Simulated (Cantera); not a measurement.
A closed system holds: 1 mol Na₂CO₃, 0.13 mol O₂, 0.042 mol CO₂, held at 8.25 Torr.

Equilibrium computed with Cantera from the NASA thermochemical tables; the gas is ideal and each condensed phase is pure. Candidate condensed phases: C, Na, NaO₂, Na₂CO₃, Na₂O, Na₂O₂; 16 gas species. Rates play no part. All values below are at 1425 K.

Base state: O₂ 0.745, CO₂ 0.245, Na 0.00934, NaO 0.000241, O 1.14e-5 (mole fractions); condensed: Na₂CO₃(l).

What changes in the equilibrium state with this change: Na₂CO₃ replaced by Fe₂O₃?


```json
[
 {"species": "O₂", "before": "0.745", "after": "0.756"},
 {"species": "CO₂", "before": "0.245", "after": "0.244"},
 {"species": "O", "before": "1.14e-5", "after": "1.15e-5"},
 {"species": "Na", "before": "0.00934", "after": "0"},
 {"species": "NaO", "before": "0.000241", "after": "0"},
 {"species": "Na₂CO₃(l), mol", "before": "0.999", "after": "0"},
 {"species": "Fe₂O₃(s), mol", "before": "0", "after": "1.00"}
]
```
Further candidate phases: Fe, Fe(CO)₅, FeO, Fe₂O₃, Fe₃O₄.
